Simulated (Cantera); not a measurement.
# Diamond growth

A diamond (100) surface in a fixed gas of H2 with x(CH4) = 0.0045, x(H) = 0.01, at 923 K, 2000 Pa; coverages are run to steady state.

Detailed kinetics in Cantera: the Harris–Goodwin 1993 mechanism for the reconstructed diamond (100) surface.

```
x(CH3)   growth (µm/h)  θ c6HH  θ c6H*  θ c6*H   θ c6**    θ c6HM
-------  -------------  ------  ------  ------  -------  --------
1e-06          0.00715   0.669  0.0121   0.313  0.00538   7.58e-5
2.6e-06         0.0186   0.669  0.0121   0.313  0.00538  0.000197
6.7e-06         0.0479   0.669  0.0121   0.313  0.00538  0.000508
1.7e-05          0.121   0.668  0.0121   0.312  0.00537   0.00129
4.5e-05          0.320   0.667  0.0121   0.312  0.00535   0.00340
0.00012          0.847   0.662  0.0120   0.309  0.00530   0.00898
0.00031           2.15   0.650  0.0118   0.304  0.00518    0.0228
0.00079           5.21   0.623  0.0113   0.291  0.00490    0.0553
0.0021            12.3   0.560  0.0101   0.260  0.00425     0.130
```
θ: site fractions in the mechanism's names (c6HH fully hydrogenated, c6H* and c6*H radical sites, c6** diradical, c6HM methylated).
